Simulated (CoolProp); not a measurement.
Values from CoolProp's reference Helmholtz-energy equation of state, Lemmon 2006. It is a short technical equation, of lower accuracy than the large ones.

Problem. For nitrous oxide, give the phase and the density (kg/m³), Joule-Thomson coefficient (K/MPa), isothermal compressibility (1/MPa) at 267.9 K and 8.63 MPa; 317.5 K and 8.63 MPa.

Solution. 
- 267.9 K and 8.63 MPa: liquid; density 966, Joule-Thomson coefficient 0.0949, isothermal compressibility 0.00505
- 317.5 K and 8.63 MPa: supercritical; density 481, Joule-Thomson coefficient 5.05, isothermal compressibility 0.559
